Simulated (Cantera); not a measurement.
What does this Cantera script print?

```python
import numpy as np
import cantera as ct

gas_names = """
    H HNO HNO2 HNO3 HO2 H2 H2O H2O2 N NH NH2 NH3 NH2OH NO NO2 NO3 N2 N2H2 N2H4 N2O O OH O2 O3 Zr ZrN ZrO
    ZrO2
""".split()
cond_names = """
    H2O(s) H2O(L) Zr(a) Zr(b) Zr(L) ZrN(s) ZrN(L) ZrO2(a) ZrO2(b) ZrO2(L)
""".split()


# ... load() reads the species with a 1 bar reference pressure and builds the phases ...
atoms = {
    'Zr': {'Zr': 1},
    'H2O': {'H': 2, 'O': 1},
    'N2': {'N': 2},
}
top_T = {}  # K; cautious upper limits of use, not melting points


# ... equilibrate(T, P, feed) seeds the gas with the atoms and calls Mixture.equilibrate('TP', solver="vcs", rtol=1e-11, max_steps=5000) ...
results = []
feed = {'Zr': 1, 'H2O': 1.5, 'N2': 12}  # mol
T = 2150  # K
for P in [0.1, 0.6, 3.6, 22, 130, 770, 4600, 28000, 170000, 1000000]:
    mix = equilibrate(T, P, feed)
    results.append((T, P, feed, dict(zip(mix.species_names, mix.species_moles))))

top = {s: max(r[3][s] / sum(r[3][g] for g in gas_names) for r in results) for s in gas_names}
cols = sorted((s for s in top if top[s] > 1e-05), key=lambda s: -top[s])[:7]
seen = [c for c in cond_names if any(r[3].get(c, 0) > 1e-12 for r in results)]
print("log10 of partial pressures in bar; condensed amounts in mol")
print(f"{'P/Pa':>10s}" + "".join(f"{s[:9]:>10s}" for s in cols + seen))
for T, P, feed, n in results:
    ng = sum(n[g] for g in gas_names)
    print(f"{P:10.4g}" + "".join(f"{np.log10(max(n[s] / ng * P / 1e5, 1e-99)):10.3f}" for s in cols)
          + "".join(f"{n.get(c, 0):10.4g}" for c in seen))
```

Result:

```
log10 of partial pressures in bar; condensed amounts in mol
      P/Pa        N2         H        H2       ZrO      ZrO2        Zr         O    ZrN(s)   ZrO2(b)
       0.1    -6.111    -6.722    -8.694    -7.491    -9.070   -10.156    -9.916         0     0.486
       0.6    -5.324    -5.973    -7.197    -6.892    -9.070    -8.957   -10.515    0.0856    0.5861
       3.6    -4.527    -5.314    -5.878    -7.091    -9.070    -9.356   -10.316    0.2337    0.7334
        22    -3.726    -4.781    -4.811    -7.291    -9.070    -9.756   -10.115    0.2484    0.7483
       130    -2.946    -4.335    -3.921    -7.487    -9.070   -10.147    -9.920    0.2499    0.7498
       770    -2.169    -3.924    -3.098    -7.681    -9.070   -10.535    -9.726    0.2501    0.7499
      4600    -1.390    -3.526    -2.302    -7.875    -9.070   -10.924    -9.531    0.2501    0.7499
   2.8e+04    -0.605    -3.129    -1.509    -8.072    -9.070   -11.317    -9.335    0.2502    0.7498
   1.7e+05     0.179    -2.736    -0.722    -8.268    -9.070   -11.709    -9.139    0.2503    0.7497
     1e+06     0.948    -2.351     0.049    -8.460    -9.070   -12.094    -8.947    0.2505    0.7495
```

Equilibrium computed with Cantera from the NASA thermochemical tables; the gas is ideal and each condensed phase is pure. Mutual solubility and eutectic melting of coexisting phases are not modelled. ZrN: taken at fixed stoichiometry. Condensed phases not in the tables: solid solutions among these carbides, nitrides and lower oxides.
